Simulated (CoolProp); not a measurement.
A single-stage vapour-compression cycle with isobutene: evaporating at 236.15 K (dew point), condensing at 277.15 K (bubble point), superheat 2 K, subcooling 0 K, compressor efficiency 0.65, no pressure losses. Each further row changes one setting.

Model: reference Helmholtz-energy equation of state, Lemmon 2005, in CoolProp. It is a short technical equation, of lower accuracy than the large ones.

```tsv
case	cooling COP	pressure ratio	discharge temperature (K)	refrigerating effect (kJ/kg)	volumetric capacity (kJ/m³)
as stated	3.25	5.81	309.3	332	251
evaporating temperature 241.15 K	?	?	304.5	338	324
condensing temperature 272.15 K	?	4.84	301.9	343	260
subcooling 5 K	?	5.81	309.3	343	260
superheat 12 K	?	5.81	?	346	251
compressor efficiency 0.55	?	5.81	?	332	251
```

### Question
What belongs in the gaps?

### Answer

- evaporating temperature 241.15 K, cooling COP: 3.85
- evaporating temperature 241.15 K, pressure ratio: 4.52
- condensing temperature 272.15 K, cooling COP: 3.77
- subcooling 5 K, cooling COP: 3.36
- superheat 12 K, cooling COP: 3.24
- superheat 12 K, discharge temperature (K): 320.1
- compressor efficiency 0.55, cooling COP: 2.75
- compressor efficiency 0.55, discharge temperature (K): 320.2
